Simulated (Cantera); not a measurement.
A closed system holds: 1 mol SiF4, 11 mol O2, held at 91.0 mbar.

Method: chemical equilibrium by Gibbs-energy minimisation in Cantera with the NASA 1993 tables (ideal gas, pure condensed phases). Candidate condensed phases: Si, SiO2; 17 gas species. The tables' values for SiF3, SiO2 are old estimates; treat these amounts as uncertain. The tables hold silica as quartz up to 1696 K and as liquid above; real silica turns to tridymite and cristobalite and melts near 1996 K. Equilibrium is a limit: real reactors are often held back by kinetics, nucleation or transport.

x: gas mole fraction; n: condensed amount in mol.

```tsv
T (K)	x O2	x SiF4	x O	x F	x SiF3	x SiO2	n SiO2(condensed)	n SiO2(l)
600	0.917	0.0833	<1e-12	<1e-12	<1e-12	<1e-12	0	0
750	0.917	0.0833	<1e-12	<1e-12	<1e-12	<1e-12	0	0
900	0.917	0.0833	1.71e-11	?	<1e-12	<1e-12	0	0
1050	0.917	0.0833	2.12e-9	?	<1e-12	<1e-12	0	0
1200	0.917	0.0833	7.95e-8	?	1.07e-10	<1e-12	0	0
1350	0.917	0.0833	1.34e-6	?	5.19e-9	<1e-12	0	0
1500	0.917	0.0833	1.29e-5	?	1.15e-7	2.35e-11	0	0
1650	0.917	0.0833	8.22e-5	?	1.43e-6	1.74e-9	0	0
1800	0.916	0.0833	0.000386	?	1.16e-5	5.98e-8	0	0
1950	0.915	0.0832	0.00143	?	6.72e-5	1.16e-6	0.000277	0
2100	0.912	0.0828	0.00440	?	0.000300	1.45e-5	0	0.000440
```

Problem. Complete the blanks.

Solution. 
- 900, x F: 6.71e-12
- 1050, x F: 1.59e-10
- 1200, x F: 6.61e-9
- 1350, x F: 1.21e-7
- 1500, x F: 1.25e-6
- 1650, x F: 8.45e-6
- 1800, x F: 4.21e-5
- 1950, x F: 0.000165
- 2100, x F: 0.000533
